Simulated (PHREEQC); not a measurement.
A solution holds 0.0014 mol/kgw CuSO4, 0.013 mol/kgw HNO3 and 0.00021 mol/kgw FeCl3, at 20 °C and 50 atm. Closed to the air; pH follows from the charge balance.

Computed with PHREEQC (ion-association model, phreeqc.dat).

```json
{
  "pH": "1.95",
  "ionic_strength": "0.0179 mol/kgw",
  "specific_conductance": "4580 µS/cm",
  "total_alkalinity": "-13.4 meq/kg"
}
```

```
species    molality  activity   log γ
---------  --------  --------  ------
NO3-         0.0130    0.0113  -0.060
H+           0.0125    0.0112  -0.048
Cu+2        0.00133  0.000814  -0.214
SO4-2      0.000737  0.000442  -0.222
Cl-        0.000628  0.000550  -0.058
HSO4-      0.000468  0.000411  -0.057
FeSO4+     0.000120  0.000106  -0.055
CuSO4       6.72e-5   6.75e-5   0.002
Fe+3        6.48e-5   2.38e-5  -0.435
FeOH+2      1.75e-5   1.05e-5  -0.221
FeHSO4+2    5.40e-6   3.20e-6  -0.227
Fe(SO4)2-   1.18e-6   1.03e-6  -0.057
```

Precipitation was switched off in this run. The solution is supersaturated, for example in Hematite (slow to form), Goethite (slow to form), so a real one may precipitate; this is no full list. Under pressure, the constants of complexes without a molar volume in the database are unreliable.
